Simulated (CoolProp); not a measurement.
Vapour-liquid equilibrium of carbon dioxide (1) + cyclopentane (2) at 267 K; x and y are mole fractions of (1).

Model: multi-fluid Helmholtz-energy mixture model, Span 1996 and Gedanitz 2015; pair parameters Bell 2016, in CoolProp.

```json
[
 {"x": "0.05", "bubble pressure (kPa)": "294.1", "y at the bubble point": "0.963", "dew pressure at overall composition x (kPa)": "11.04", "liquid density (mol/L)": "11.34"},
 {"x": "0.125", "bubble pressure (kPa)": "701.7", "y at the bubble point": "0.984", "dew pressure at overall composition x (kPa)": "…", "liquid density (mol/L)": "11.89"},
 {"x": "0.2", "bubble pressure (kPa)": "1067", "y at the bubble point": "0.989", "dew pressure at overall composition x (kPa)": "13.12", "liquid density (mol/L)": "12.48"},
 {"x": "0.275", "bubble pressure (kPa)": "1375", "y at the bubble point": "0.991", "dew pressure at overall composition x (kPa)": "14.49", "liquid density (mol/L)": "13.11"},
 {"x": "0.35", "bubble pressure (kPa)": "…", "y at the bubble point": "0.992", "dew pressure at overall composition x (kPa)": "16.16", "liquid density (mol/L)": "…"},
 {"x": "0.425", "bubble pressure (kPa)": "…", "y at the bubble point": "0.993", "dew pressure at overall composition x (kPa)": "18.28", "liquid density (mol/L)": "14.52"},
 {"x": "0.5", "bubble pressure (kPa)": "1947", "y at the bubble point": "0.993", "dew pressure at overall composition x (kPa)": "…", "liquid density (mol/L)": "15.29"},
 {"x": "0.575", "bubble pressure (kPa)": "2057", "y at the bubble point": "0.994", "dew pressure at overall composition x (kPa)": "…", "liquid density (mol/L)": "16.13"},
 {"x": "0.65", "bubble pressure (kPa)": "2154", "y at the bubble point": "0.994", "dew pressure at overall composition x (kPa)": "30.07", "liquid density (mol/L)": "17.02"},
 {"x": "0.725", "bubble pressure (kPa)": "2256", "y at the bubble point": "0.995", "dew pressure at overall composition x (kPa)": "38.31", "liquid density (mol/L)": "17.98"},
 {"x": "0.8", "bubble pressure (kPa)": "2380", "y at the bubble point": "0.995", "dew pressure at overall composition x (kPa)": "…", "liquid density (mol/L)": "19.00"},
 {"x": "0.875", "bubble pressure (kPa)": "2542", "y at the bubble point": "0.996", "dew pressure at overall composition x (kPa)": "84.77", "liquid density (mol/L)": "…"},
 {"x": "0.95", "bubble pressure (kPa)": "2761", "y at the bubble point": "0.998", "dew pressure at overall composition x (kPa)": "215.4", "liquid density (mol/L)": "21.17"}
]
```

Question: What belongs in the gaps?

Answer: 
- 0.125, dew pressure at overall composition x (kPa): 11.99
- 0.35, bubble pressure (kPa): 1621
- 0.35, liquid density (mol/L): 13.79
- 0.425, bubble pressure (kPa): 1807
- 0.5, dew pressure at overall composition x (kPa): 21.03
- 0.575, dew pressure at overall composition x (kPa): 24.75
- 0.8, dew pressure at overall composition x (kPa): 52.77
- 0.875, liquid density (mol/L): 20.07

No azeotrope shows between x = 0.05 and 0.95.

Pair parameters are fitted to limited data, so mixtures are less certain than the pure fluids. The gap from Raoult's law changes sign with composition, which may be real or a fault of the pair parameters; it wasn't checked against measurements. With so large a gap from Raoult's law the liquid may split in two, which this calculation doesn't test in full.
